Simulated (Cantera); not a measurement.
An isothermal, constant-pressure homogeneous reactor starts with H₂ : O₂ : N₂ = 0.043 : 1 : 2.9 (molar parts), at 1198 K and 1300 Pa. Integrator tolerance rtol = 1e-08.

Computed with Cantera and the H2/O2 subset of GRI-Mech 3.0, which has no nitrogen chemistry. Radical loss at walls, strong at low pressure, is not modelled.

Q: What does this change do: pressure from 1300 Pa to 190 Pa?

A: 
| quantity | before | after |
|---|---|---|
| x(H₂) at 4.00 s | 1.10e-6 (gas-phase equilibrium 2.36e-9) | 0.000112 (gas-phase equilibrium 6.18e-9) |
| x(O₂) at 4.00 s | 0.249 (gas-phase equilibrium 0.250) | 0.246 (gas-phase equilibrium 0.250) |
| x(H₂O₂) at 4.00 s | 2.98e-9 (gas-phase equilibrium 1.47e-11) | 2.41e-9 (gas-phase equilibrium 5.62e-12) |
| x(O) at 4.00 s | 4.82e-5 (gas-phase equilibrium 1.06e-7) | 0.00540 (gas-phase equilibrium 2.77e-7) |
| x(H) at 4.00 s | 7.89e-7 (gas-phase equilibrium 8.16e-11) | 0.000911 (gas-phase equilibrium 3.45e-10) |
| x(HO₂) at 4.00 s | 4.67e-8 (gas-phase equilibrium 1.67e-9) | 8.73e-8 (gas-phase equilibrium 1.03e-9) |
| x(H₂O) at 4.00 s | 0.0109 (gas-phase equilibrium 0.0110) | 0.0100 (gas-phase equilibrium 0.0110) |
